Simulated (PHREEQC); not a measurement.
Make-up at 25 °C: 0.001 mol/kgw ZnSO4 and 0.0043 mol/kgw NaCl. It is in equilibrium with CO2 at log p = -2 (atm). Otherwise closed; pH follows from the charge balance.

The numbers come from PHREEQC with the ion-association model, phreeqc.dat.

Precipitation was switched off in this run.

Task: What pH does the model give?

Result: pH 4.90.

Task: In which forms is S present?

Result: SO4-2 89 %, ZnSO4 9.1 %, NaSO4- 1.3 % of the S.

Species that the database lacks are ignored.
